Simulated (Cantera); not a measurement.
Charge: 1 mol Si, 2 mol NH₃, 16 mol H₂, equilibrated at 18.8 Torr.

Method: chemical equilibrium by Gibbs-energy minimisation in Cantera with the NASA 1993 tables (ideal gas, pure condensed phases). Candidate condensed phases: Si, Si₃N₄; 18 gas species. Gases not in the tables: Si₂H₆ and higher silanes. Kinetics and transport are ignored.

Task: At 1775 K, list the 6 most abundant gas species with their mole fractions, and the condensed phases.

Result: H₂ 0.948, N₂ 0.0499, H 0.00178, Si 8.78e-5, SiH₂ 2.37e-5, SiH 1.66e-5. Condensed: Si(l).
